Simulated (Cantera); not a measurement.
# SiH4 + H2O + H2 (silicon oxide and oxynitride deposition)

A closed system holds: 1 mol SiH4, 8.7 mol H2O, 0.12 mol H2, equilibrated at 1.00 bar.

These are equilibrium values from Cantera (NASA tables, ideal gas, pure condensed phases), not measurements of a reactor. Candidate condensed phases: H2O, Si, SiO2; 18 gas species. The tables hold silica as quartz up to 1696 K and as liquid above; real silica turns to tridymite and cristobalite and melts near 1996 K. Gases not in the tables: Si(OH)4. Kinetics and transport are ignored.

| T (K) | x H2O | x H2 | x H | x OH | x SiO | x O | x O2 | n SiO2(α-quartz) | n SiO2(β-quartz) | n SiO2(condensed) |
|---|---|---|---|---|---|---|---|---|---|---|
| 825 | 0.619 | 0.381 | 4.90e-12 | <1e-12 | <1e-12 | <1e-12 | <1e-12 | 1.00 | 0 | 0 |
| 975 | 0.619 | 0.381 | 7.06e-10 | 2.08e-12 | <1e-12 | <1e-12 | <1e-12 | 0 | 1.00 | 0 |
| 1125 | 0.619 | 0.381 | 2.74e-8 | 2.32e-10 | <1e-12 | <1e-12 | <1e-12 | 0 | 1.00 | 0 |
| 1275 | 0.619 | 0.381 | 4.55e-7 | 8.61e-9 | <1e-12 | <1e-12 | <1e-12 | 0 | 1.00 | 0 |
| 1425 | 0.619 | 0.381 | 4.21e-6 | 1.50e-7 | 1.07e-10 | 1.49e-12 | 1.15e-12 | 0 | 1.00 | 0 |
| 1575 | 0.619 | 0.381 | 2.56e-5 | 1.51e-6 | 8.29e-9 | 8.57e-11 | 6.40e-11 | 0 | 1.00 | 0 |
| 1725 | 0.619 | 0.381 | 0.000115 | 1.03e-5 | 2.92e-7 | 2.45e-9 | 1.79e-9 | 0 | 0 | 1.000 |
x: gas mole fraction; n: condensed amount in mol.

At 825 K the condensed part is SiO2(α-quartz). From 975 K to 1575 K the condensed part is SiO2(β-quartz). At 1725 K the condensed part is SiO2(condensed).
